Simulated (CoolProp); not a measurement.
A single-stage vapour-compression cycle with R124: evaporating at 233.15 K (dew point), condensing at 260.15 K (bubble point), superheat 2 K, subcooling 5 K, compressor efficiency 0.7, no pressure losses. Each further row changes one setting.

The numbers come from the reference Helmholtz-energy equation of state, de Vries 1995 in CoolProp.

```json
[
 {"case": "as stated", "cooling COP": "5.67", "pressure ratio": "3.67", "discharge temperature (K)": "278.3", "refrigerating effect (kJ/kg)": "157", "volumetric capacity (kJ/m³)": "294"},
 {"case": "evaporating temperature 238.15 K", "cooling COP": "7.24", "pressure ratio": "2.81", "discharge temperature (K)": "___", "refrigerating effect (kJ/kg)": "160", "volumetric capacity (kJ/m³)": "385"},
 {"case": "condensing temperature 255.15 K", "cooling COP": "7.09", "pressure ratio": "___", "discharge temperature (K)": "271.0", "refrigerating effect (kJ/kg)": "162", "volumetric capacity (kJ/m³)": "304"},
 {"case": "subcooling 10 K", "cooling COP": "5.86", "pressure ratio": "3.67", "discharge temperature (K)": "278.3", "refrigerating effect (kJ/kg)": "162", "volumetric capacity (kJ/m³)": "304"},
 {"case": "superheat 12 K", "cooling COP": "5.66", "pressure ratio": "3.67", "discharge temperature (K)": "___", "refrigerating effect (kJ/kg)": "163", "volumetric capacity (kJ/m³)": "293"},
 {"case": "compressor efficiency 0.6", "cooling COP": "4.86", "pressure ratio": "3.67", "discharge temperature (K)": "___", "refrigerating effect (kJ/kg)": "157", "volumetric capacity (kJ/m³)": "294"}
]
```

**Question.** Some entries are withheld; supply them.

**Answer.** 
- evaporating temperature 238.15 K, discharge temperature (K): 274.7
- condensing temperature 255.15 K, pressure ratio: 2.96
- superheat 12 K, discharge temperature (K): 289.0
- compressor efficiency 0.6, discharge temperature (K): 284.7
